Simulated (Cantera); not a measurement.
A closed system holds: 1 mol borazine, 0.14 mol H2O, 0.22 mol H2, 0.24 mol N2, equilibrated at 1375 K and 7.50 Torr.

Cantera equilibrium calculation (NASA polynomials, part measured and part estimated; ideal gas, pure solids and liquids). Candidate condensed phases: B, BN, B2O3, B3O3H3, H2O; 39 gas species. The feed counts by its element totals alone. Mutual solubility and eutectic melting of coexisting phases are not modelled. Equilibrium is a limit: real reactors are often held back by kinetics, nucleation or transport.

Problem. What is the equilibrium state?

Solution. 
```json
{
 "x(H2)": "0.919",
 "x(N2)": "0.0781",
 "x(HBO2)": "0.00190",
 "x(H2O)": "0.000696",
 "x(HBO)": "0.000586",
 "x(B2O3)": "0.000132",
 "x(H)": "3.28e-5",
 "x(B2O2)": "4.04e-6",
 "n(BN(s))": "2.91 mol",
 "n(B2O3(l))": "0.0400 mol",
 "gas_amount": "3.650 mol",
 "log10 activity of B(s) (absent)": "-3.37",
 "log10 activity of B3O3H3(s) (absent)": "-12.52"
}
```
